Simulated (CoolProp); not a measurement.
Properties of methanol at several states.

Values from CoolProp's reference Helmholtz-energy equation of state, de Reuck 1993.

```
T (°C)  p (MPa)   phase  density (kg/m³)  Joule-Thomson coefficient (K/MPa)  conductivity (mW/(m K))
------  -------  ------  ---------------  ---------------------------------  -----------------------
48.35        45  liquid                …                                  …                      217
-56.15   0.0164  liquid                …                            -0.3907                      215
31.85      5.66  liquid            785.4                                  …                      202
```

Question: What belongs in the gaps?

Answer: 
- 48.35, density (kg/m³): 804.4
- 48.35, Joule-Thomson coefficient (K/MPa): -0.3257
- -56.15, density (kg/m³): 863.5
- 31.85, Joule-Thomson coefficient (K/MPa): -0.3199

Thermal conductivity comes from a separate model (Sykioti 2013).
